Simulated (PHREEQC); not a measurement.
A solution holds 0.0039 mol/kgw CuCl2, 0.28 mol/kgw H2SO4 and 0.0017 mol/kgw NaCl, at 65 °C. Closed to the air; pH follows from the charge balance.

Model: ion-association model, phreeqc.dat, run in PHREEQC.

Each row changes one thing in this solution. Precipitation was switched off in this run.

```tsv
case	pH	ionic strength (mol/kgw)	SO4-2 (mol/kgw)	Cu+2 (mol/kgw)	CuSO4 (mol/kgw)	CuCl+ (mol/kgw)
as made	0.65	0.321	0.0144	0.00315	0.000633	0.000116
NaCl replaced by KCl at the same molality	0.65	0.321	0.0144	0.00315	0.000633	0.000116
temperature from 65 to 75 °C	0.65	0.315	0.0114	0.00322	0.000516	0.000167
temperature from 65 to 20 °C	0.61	0.361	0.0352	0.00274	0.00114	1.51e-5
0.095 mol/kgw NaOH added	0.80	0.332	0.0200	0.00298	0.000811	0.000109
```

Species that the database lacks are ignored. Away from 25 °C the constants follow the database's enthalpies or fits; those with neither stay at their 25 °C values.
